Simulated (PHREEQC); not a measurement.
3.4 g of hydrous ferric oxide (600 m²/g; 0.2 weak and 0.005 strong sites per Fe, Dzombak-Morel constants, diffuse double layer) in 1 kg of water with 0.3 mol/kgw of an inert sodium salt and 12 mmol/kgw NaF, at 25 °C; the pH is set by adding NaOH or the inert anion's acid. Oxygen alone is held at its pressure in air (log pO2 = -0.68). CO2 from the air is kept out. Nothing may precipitate in this run.

Base run: PHREEQC, ion-association model, wateq4f.dat. Each further column changes one thing. The table gives surface charge σ (C/m²).

```
pH       base  background salt from 0.3 to 0.03 mol/kgw  oxide from 3.4 to 17 g/kgw  0.0069 mol/kgw CaCl2 added
-----  ------  ----------------------------------------  --------------------------  --------------------------
4       0.131                                     0.071                       0.249                       0.134
5.33    0.102                                     0.045                       0.169                       0.105
6       0.074                                     0.030                       0.110                       0.077
7.33    0.017                                     0.006                       0.025                       0.021
8.67   -0.038                                    -0.018                      -0.037                       0.003
10     -0.134                                    -0.070                      -0.135                       0.002
10.67  -0.207                                    -0.120                      -0.208                       0.001
12     -0.340                                    -0.277                      -0.341                      -0.002
```

 In at least one series the solution becomes supersaturated in solids that the run did not let form, among them Fluorite.
